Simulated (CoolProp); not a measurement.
A single-stage vapour-compression cycle with n-butane: evaporating at 263.15 K (dew point), condensing at 299.15 K (bubble point), superheat 10 K, subcooling 8 K, compressor efficiency 0.6, no pressure losses. Each further row changes one setting.

The numbers come from the reference Helmholtz-energy equation of state, Bücker 2006 in CoolProp.

```json
[
 {"case": "as stated", "cooling COP": "4.07", "pressure ratio": "3.61", "discharge temperature (K)": "326.0", "refrigerating effect (kJ/kg)": "345", "volumetric capacity (kJ/m³)": "631"},
 {"case": "evaporating temperature 268.15 K", "cooling COP": "4.90", "pressure ratio": "2.95", "discharge temperature (K)": "323.0", "refrigerating effect (kJ/kg)": "352", "volumetric capacity (kJ/m³)": "778"},
 {"case": "condensing temperature 294.15 K", "cooling COP": "4.82", "pressure ratio": "3.08", "discharge temperature (K)": "319.5", "refrigerating effect (kJ/kg)": "357", "volumetric capacity (kJ/m³)": "653"},
 {"case": "subcooling 13 K", "cooling COP": "4.21", "pressure ratio": "3.61", "discharge temperature (K)": "326.0", "refrigerating effect (kJ/kg)": "357", "volumetric capacity (kJ/m³)": "653"},
 {"case": "superheat 20 K", "cooling COP": "4.10", "pressure ratio": "3.61", "discharge temperature (K)": "336.4", "refrigerating effect (kJ/kg)": "361", "volumetric capacity (kJ/m³)": "635"},
 {"case": "compressor efficiency 0.5", "cooling COP": "3.39", "pressure ratio": "3.61", "discharge temperature (K)": "334.9", "refrigerating effect (kJ/kg)": "345", "volumetric capacity (kJ/m³)": "631"}
]
```
